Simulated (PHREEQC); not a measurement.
PHREEQC input (ion-association model, phreeqc.dat):

```
SOLUTION_MASTER_SPECIES
  Amm  AmmH+  0  AmmH  17.031  # ammonia with no redox link, constants of NH4+
SOLUTION_SPECIES
  AmmH+ = AmmH+
    -log_k 0
    -gamma 2.5 0
    -dw 1.98e-9
  AmmH+ = Amm + H+
    -log_k -9.252
    -delta_h 12.48 kcal
    -analytic 0.6322 -0.001225 -2835.76
    -dw 2.28e-9
  AmmH+ + SO4-2 = AmmHSO4-
    -log_k 1.11
PHASES
  Amm(g)
    Amm = Amm
    -log_k 1.7966
    -analytic -18.758 3.3670e-4 2.5113e3 4.8619 39.192
    -T_c 405.6
    -P_c 111.3
    -Omega 0.25
EXCHANGE_SPECIES
  AmmH+ + X- = AmmHX
    -log_k 0.6
    -gamma 2.5 0
    -delta_h -2.4
SOLUTION 0
  temp 15
  units mmol/kgw
  pH 7 charge
  Cl 112.01
  Amm 86
  Mg 13
  O(0) 1 O2(g) -0.68
SOLUTION 1-30
  temp 15
  units mmol/kgw
  pH 7 charge
  Cl 4.73
  K 0.32
  Ba 2.2
  O(0) 1 O2(g) -0.68
END
EXCHANGE 1-30
  X 0.048
  -equilibrate 1
END
SELECTED_OUTPUT 1
  -reset false
  -pH true
  -pe true
  -ionic_strength true
  -water true
  -step true
  -totals Amm Ba Cl K Mg
  -molalities KX BaX2 MgX2 AmmHX
  -saturation_indices Sylvite
PRINT
  -reset false
TRANSPORT
  -cells 30
  -shifts 90
  -lengths 0.00333333
  -time_step 60
  -dispersivities 0.005
  -boundary_conditions flux flux
  -correct_disp true
  -punch_cells 30
  -punch_frequency 3
END
# ... the last block is repeated for the other 30 points of pore volumes
```

Selected output (columns that matter, 17 of 31 rows; pore volumes added in front):

```
pore volumes	pH	mu	Amm	Ba	Cl	K	Mg	m_KX	m_BaX2	m_MgX2	si_Sylvite
0	5.0335	0.00693	0	0.0022	0.00473	0.00032	0	0.00062683	0.023687	0	-6.7442
0.2167	5.0335	0.00693	1.0747e-19	0.0022	0.00473	0.00032	0	0.00062683	0.023687	0	-6.7442
0.4167	5.0344	0.0073755	1.2263e-08	0.002345	0.0050304	0.00033034	4.0367e-14	0.00062676	0.023687	1.9176e-13	-6.7058
0.6167	5.0495	0.01952	0.00011782	0.0062873	0.013231	0.00052487	1.8572e-06	0.00060758	0.02364	3.284e-06	-6.1266
0.8167	5.0654	0.054848	0.0038379	0.016272	0.038097	0.00074751	0.00047835	0.00052345	0.022389	0.00030954	-5.5767
0.9167	5.0664	0.074761	0.0091748	0.020184	0.053161	0.00077504	0.0014159	0.00047101	0.020918	0.00069009	-5.4391
1.1167	5.059	0.10587	0.025318	0.022322	0.079254	0.00069383	0.004294	0.000363	0.017145	0.001551	-5.3414
1.3167	5.0479	0.1223	0.042694	0.019262	0.095947	0.00053097	0.0070939	0.00026389	0.01335	0.0023122	-5.3866
1.5167	5.0383	0.12859	0.056766	0.01472	0.10478	0.00037039	0.0090946	0.00018324	0.01011	0.0029375	-5.5091
1.7167	5.0314	0.12992	0.066717	0.010613	0.10894	0.00024437	0.01037	0.00012279	0.0075186	0.0034553	-5.6736
1.9167	5.0267	0.12937	0.073353	0.0074433	0.11076	0.00015569	0.011176	7.9938e-05	0.0055063	0.0038881	-5.8619
2.1167	5.0235	0.12837	0.077697	0.0051482	0.11151	9.685e-05	0.011707	5.0783e-05	0.0039717	0.0042474	-6.0644
2.2167	5.0224	0.12787	0.079267	0.0042667	0.1117	7.5861e-05	0.011907	4.0151e-05	0.0033537	0.0044015	-6.1694
2.4167	5.0207	0.12702	0.08157	0.0029133	0.11189	4.6014e-05	0.012219	2.4742e-05	0.0023635	0.004662	-6.3852
2.6167	5.0195	0.12638	0.083087	0.0019738	0.11196	2.7548e-05	0.012446	1.4993e-05	0.0016404	0.0048646	-6.6073
2.8167	5.0188	0.12593	0.08409	0.0013266	0.11199	1.631e-05	0.012612	8.9552e-06	0.0011222	0.0050175	-6.8346
3.0167	5.0183	0.12562	0.084752	0.00088426	0.112	9.5636e-06	0.012732	5.2843e-06	0.00075753	0.0051296	-7.0661
```
